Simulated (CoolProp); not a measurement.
R227EA along the isobar 4.14 MPa: density (kg/m³) from the reference equation and from simpler models built on Tc = 374.9 K, pc = 2.925 MPa, ω = 0.358; each cubic takes its own stable root.

The numbers come from the reference Helmholtz-energy equation of state, Lemmon 2016 in CoolProp.

| T (K) | phase | reference | van der Waals | Redlich-Kwong | Soave-Redlich-Kwong |
|---|---|---|---|---|---|
| 229.2 | liquid | 1647 | 1006 | 1459 | 1518 |
| 259.9 | liquid | 1550 | 956.4 | 1367 | 1432 |
| 290.7 | liquid | 1443 | 900.3 | 1260 | 1326 |
| 321.4 | liquid | 1319 | 834.8 | 1133 | 1193 |
| 352.1 | liquid | 1160 | 753.3 | 973.7 | 1012 |
| 382.8 | supercritical | 870.7 | 637.5 | 736.4 | 710.1 |
| 413.6 | supercritical | 359.5 | 427.1 | 390.5 | 342.8 |
| 444.3 | supercritical | 265.8 | 297.8 | 283.7 | 257.5 |
| 475 | supercritical | 223.3 | 245.6 | 236.5 | 216.9 |
